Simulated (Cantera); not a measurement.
A Cantera script and what it prints.

```python
import numpy as np
import cantera as ct

gas_names = """
    H HNO HNO2 HNO3 HO2 H2 H2O H2O2 N NH NH2 NH3 NH2OH NO NO2 NO3 N2 N2H2 N2H4 N2O O OH O2 O3 Pb PbO Pb2
""".split()
cond_names = """
    H2O(s) H2O(L) Pb(cr) Pb(L) PbO(rd) PbO(yw) PbO(L) PbO2(s) Pb3O4(s)
""".split()


# ... load() reads the species with a 1 bar reference pressure and builds the phases ...
atoms = {
    'PbO': {'Pb': 1, 'O': 1},
    'H2': {'H': 2},
    'N2': {'N': 2},
}
top_T = {'Pb3O4(s)': 820}  # K; cautious upper limits of use, not melting points


# ... equilibrate(T, P, feed) seeds the gas with the atoms and calls Mixture.equilibrate('TP', solver="vcs", rtol=1e-11, max_steps=5000) ...
results = []
feed = {'PbO': 1, 'H2': 0.034, 'N2': 1.1}  # mol
T = 850  # K
P = 440000  # Pa
mix = equilibrate(T, P, feed)
results.append((T, P, feed, dict(zip(mix.species_names, mix.species_moles))))
x = sorted(zip(gas.X, gas.species_names), reverse=True)
print(f"T = {T:g} K  P = {P:g} Pa  gas = {mix.phase_moles(0):.4g} mol")
print("   x: " + "  ".join(f"{s} {v:.3e}" for v, s in x if v > 1e-06))
print("   condensed (mol): " + ("  ".join(f"{mix.phase(i).name} {mix.phase_moles(i):.4g}"
      for i in range(1, mix.n_phases) if mix.phase_moles(i) > 1e-12) or "none"))
```

Output:

```
T = 850 K  P = 440000 Pa  gas = 1.134 mol
   x: N2 9.700e-01  H2O 2.998e-02  H2 2.404e-06
   condensed (mol): Pb(L) 0.034  PbO(yw) 0.966
```

Method: chemical equilibrium by Gibbs-energy minimisation in Cantera with the NASA 1993 tables (ideal gas, pure condensed phases).
